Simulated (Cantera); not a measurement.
Feed: 1 mol B2O3, 8.6 mol O2, 3.7 mol N2, held at 1475 K and 110 Pa.

Equilibrium computed with Cantera from the NASA thermochemical tables; the gas is ideal and each condensed phase is pure. Candidate condensed phases: B, BN, B2O3; 17 gas species. The numbers say what is thermodynamically allowed, not how fast it happens.

Base state: O2 0.690, N2 0.296, B2O3 0.0117, NO 0.00120, BO2 0.00106, O 7.19e-5 (mole fractions); condensed: B2O3(l).

Question: What changes in the equilibrium state with this change: pressure from 110 Pa to 63000 Pa?

Answer: 
| species | before | after |
|---|---|---|
| O2 | 0.690 | 0.699 |
| N2 | 0.296 | 0.300 |
| NO | 0.00120 | 0.00122 |
| B2O3 | 0.0117 | 2.05e-5 |
| BO2 | 0.00106 | 9.07e-6 |
| NO2 | 4.19e-7 | 1.02e-5 |
| B2O3(l), mol | 0.847 | 1.000 |

Question: What changes in the equilibrium state with this change: B2O3 replaced by BF3?

Answer: 
```csv
species,before,after
O2,0.690,0.646
N2,0.296,0.278
BF3,0,0.0750
B2O3,0.0117,<1e-9
BO2,0.00106,<1e-9
F,0,0.000260
"B2O3(l), mol",0.847,0
```

Question: What changes in the equilibrium state with this change: 0.54 mol NH3 added?

Answer: 
| species | before | after |
|---|---|---|
| O2 | 0.690 | 0.597 |
| N2 | 0.296 | 0.289 |
| HBO2 | 0 | 0.0803 |
| H2O | 0 | 0.0189 |
| B2O3 | 0.0117 | 0.0117 |
| OH | 0 | 0.000194 |
| NO | 0.00120 | 0.00110 |
| O | 7.19e-5 | 6.69e-5 |
| B2O3(l), mol | 0.847 | 0.283 |
Further candidate phases: B3O3H3, H2O.
